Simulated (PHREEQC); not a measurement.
0.15 g of hydrous ferric oxide (600 m²/g; 0.2 weak and 0.005 strong sites per Fe, Dzombak-Morel constants, diffuse double layer) in 1 kg of water with 0.001 mol/kgw of an inert sodium salt and 0.024 mmol/kgw Na2HAsO4, at 25 °C; the pH is set by adding NaOH or the inert anion's acid. Oxygen is held at 0.21 atm. The system is closed to CO2. Precipitation was switched off in this run.

Base run: PHREEQC, ion-association model, wateq4f.dat. Each further column changes one thing. The table gives surface charge σ (C/m²).

| pH | base | background salt from 0.001 to 0.0001 mol/kgw | oxide from 0.15 to 0.75 g/kgw |
|---|---|---|---|
| 4 | 0.099 | 0.057 | 0.122 |
| 5 | 0.038 | 0.017 | 0.050 |
| 6 | 0.013 | 0.005 | 0.018 |
| 6.5 | 0.007 | 0.003 | [?] |
| 7.5 | 0.001 | [?] | 0.002 |
| 8.5 | -0.004 | -0.001 | [?] |
| 9.5 | -0.011 | -0.005 | -0.009 |
| 10 | -0.018 | -0.009 | -0.017 |
| 11 | -0.056 | -0.045 | -0.057 |
| 12 | -0.201 | -0.197 | -0.202 |

Question: Complete the blanks.

Answer: 
- 6.5, oxide from 0.15 to 0.75 g/kgw: 0.010
- 7.5, background salt from 0.001 to 0.0001 mol/kgw: 0.000
- 8.5, oxide from 0.15 to 0.75 g/kgw: -0.002
